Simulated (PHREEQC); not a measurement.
Solution (30 °C): 0.059 mol HF, 0.00016 mol TMAH and 0.11 mol (NH4)2SiF6 per kg of water. Closed to the air; pH follows from the charge balance.

All values are PHREEQC results (ion-association model, phreeqc.dat), not measurements.

This is a speciation only: nothing precipitates in the calculation.

**Question.** Estimate the pH.

**Answer.** pH 2.18.

**Question.** In which forms is F present?

**Answer.** SiF6-2 92 %, HF 6.8 %, F- 1.0 % of the F.

(CH3)4N+ isn't in the database: it is added as a free cation with an ion size of 4 Å. SiF6-2 is the database's only silicon fluoride.
